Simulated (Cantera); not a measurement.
An isothermal, constant-pressure homogeneous reactor starts with H2 : O2 = 0.036 : 1 (molar parts), at 1373 K and 0.0263 atm.

Computed with Cantera and the H2/O2 subset of GRI-Mech 3.0, which has no nitrogen chemistry. Radical loss at walls, strong at low pressure, is not modelled. The temperature is held fixed by assumption; the heat of reaction is taken as removed at once.

x: mole fraction; the columns are a selection and need not sum to one.

```
t (s)         x H2   x O2       x H    x H2O        x OH
--------  --------  -----  --------  -------  ----------
0.000300    0.0347  0.965   2.23e-6  9.56e-6  (withheld)
0.00133   0.000577  0.935   0.00327   0.0304  (withheld)
0.00591   0.000370  0.939   0.00240   0.0314  (withheld)
0.0262    0.000203  0.951  0.000935   0.0330  (withheld)
0.116      3.97e-5  0.962   7.78e-5   0.0346  (withheld)
0.516      3.54e-6  0.964   2.06e-6   0.0352  (withheld)
2.29       3.50e-7  0.965   6.43e-8   0.0353  (withheld)
10.2       7.61e-8  0.965   6.55e-9   0.0353     5.44e-5
45.1       6.57e-8  0.965   5.26e-9   0.0353     5.05e-5
200        6.57e-8  0.965   5.26e-9   0.0353     5.05e-5
```

Problem. Complete the blanks.

Solution. 
- 0.000300, x OH: 6.18e-6
- 0.00133, x OH: 0.00432
- 0.00591, x OH: 0.00371
- 0.0262, x OH: 0.00276
- 0.116, x OH: 0.00123
- 0.516, x OH: 0.000369
- 2.29, x OH: 0.000116
